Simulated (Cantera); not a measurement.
Input (Python, Cantera):

```python
import numpy as np
import cantera as ct

gas = ct.Solution("gri30.yaml")
gas.TPX = 1525, 480000, {'C3H8': 1, 'O2': 12.5, 'N2': 47, 'CO2': 1.2}
reactor = ct.IdealGasReactor(gas, energy="on", clone=False)
net = ct.ReactorNet([reactor])
net.rtol, net.atol = 1e-08, 1e-16
show = ['C3H8', 'O2', 'C2H', 'NO', 'N2O']
times = np.geomspace(1e-05, 0.3, 15)

steps = ct.SolutionArray(gas, extra=["t"])
rows = []
print(f"{'t/s':>10s}{'T/K':>9s}{'P/Pa':>11s}" + "".join(f"{s:>11s}" for s in show))
for t in times:
    while net.time < t:
        t_next = net.step()
        steps.append(gas.state, t=t_next)
    rows.append([np.interp(t, steps.t, y) for y in (steps.T, steps.P, *steps(*show).X.T)])
    print(f"{t:10.3e}{rows[-1][0]:9.1f}{rows[-1][1]:11.4g}" + "".join(f"{x:11.3e}" for x in rows[-1][2:]))
rate = np.gradient(steps.T, steps.t)
print("integrator steps:", len(steps.t))
if steps.T.max() > steps.T[0] + 200:
    print(f"time of steepest temperature rise: {steps.t[rate.argmax()]:.4e} s")
gas.TPX = 1525, 480000, {'C3H8': 1, 'O2': 12.5, 'N2': 47, 'CO2': 1.2}
gas.equilibrate("UV")
print(f"equilibrium (UV): T = {gas.T:.1f} K  " + "  ".join(f"{s} {gas[s].X[0]:.3e}" for s in show))
```

It prints:

```
       t/s      T/K       P/Pa       C3H8         O2        C2H         NO        N2O
 1.000e-05   1527.2  4.829e+05  1.220e-02  1.997e-01  1.589e-10  3.388e-11  3.033e-09
 2.088e-05   1783.6  5.792e+05  3.049e-04  1.679e-01  6.585e-07  2.189e-08  6.535e-08
 4.361e-05   2489.5  8.016e+05  3.242e-45  1.184e-01  6.081e-21  1.252e-04  2.978e-06
 9.107e-05   2527.4  8.119e+05 -1.735e-42  1.180e-01  9.392e-23  3.387e-04  2.457e-06
 1.902e-04   2526.9  8.117e+05 -2.831e-48  1.178e-01  2.426e-24  7.527e-04  2.445e-06
 3.972e-04   2525.0  8.111e+05  1.235e-50  1.174e-01  2.154e-24  1.586e-03  2.437e-06
 8.294e-04   2521.4  8.099e+05  2.602e-51  1.166e-01  1.975e-24  3.195e-03  2.425e-06
 1.732e-03   2515.1  8.078e+05  2.137e-51  1.152e-01  1.691e-24  6.019e-03  2.411e-06
 3.617e-03   2505.9  8.047e+05  1.616e-51  1.133e-01  1.348e-24  1.006e-02  2.406e-06
 7.554e-03   2497.0  8.017e+05  1.226e-51  1.114e-01  1.079e-24  1.395e-02  2.418e-06
 1.577e-02   2492.9  8.004e+05  1.076e-51  1.105e-01  9.723e-25  1.576e-02  2.429e-06
 3.294e-02   2492.4  8.002e+05  1.058e-51  1.104e-01  9.597e-25  1.598e-02  2.430e-06
 6.879e-02   2492.4  8.002e+05  1.058e-51  1.104e-01  9.596e-25  1.598e-02  2.430e-06
 1.437e-01   2492.4  8.002e+05  1.058e-51  1.104e-01  9.596e-25  1.598e-02  2.430e-06
 3.000e-01   2492.4  8.002e+05  1.058e-51  1.104e-01  9.596e-25  1.598e-02  2.430e-06
integrator steps: 1597
time of steepest temperature rise: 2.1755e-05 s
equilibrium (UV): T = 2492.4 K  C3H8 2.041e-51  O2 1.104e-01  C2H 1.055e-24  NO 1.598e-02  N2O 2.430e-06
```

Detailed kinetics in Cantera: GRI-Mech 3.0 (53 species, 325 reactions). GRI-Mech 3.0 was tuned for natural gas; its chemistry of propane as a main component is partial and can be far from experiment.
